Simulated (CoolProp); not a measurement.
Vapour-liquid equilibrium of n-heptane (1) + n-dodecane (2) at 366.2 K; x and y are mole fractions of (1).

Model: multi-fluid Helmholtz-energy mixture model, Span 2003 and Lemmon 2004; pair parameters Bell 2016, in CoolProp.

Task: Give the bubble pressure and the first vapour's composition at x = 0.35, 0.45, 0.75. Is there an azeotrope?

Result: x = 0.35: 0.03116 MPa, y = 0.969; x = 0.45: 0.03991 MPa, y = 0.979; x = 0.75: 0.06520 MPa, y = 0.994. No azeotrope shows between x = 0.05 and 0.95.

Pair parameters are fitted to limited data, so mixtures are less certain than the pure fluids. The gap from Raoult's law changes sign with composition, which may be real or a fault of the pair parameters; it wasn't checked against measurements.
